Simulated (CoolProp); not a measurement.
Values from CoolProp's reference Helmholtz-energy equation of state, Thol 2021.

Give the vapour pressure (bar), liquid density (kg/m³), vapour density (kg/m³), enthalpy of vaporisation (kJ/kg) of saturated chlorine at 18.75, 24.05 °C.


```tsv
T (°C)	p (bar)	liquid density (kg/m³)	vapour density (kg/m³)	enthalpy of vaporisation (kJ/kg)
18.75	6.52	1410	21.1	253
24.05	7.56	1400	24.2	249
```
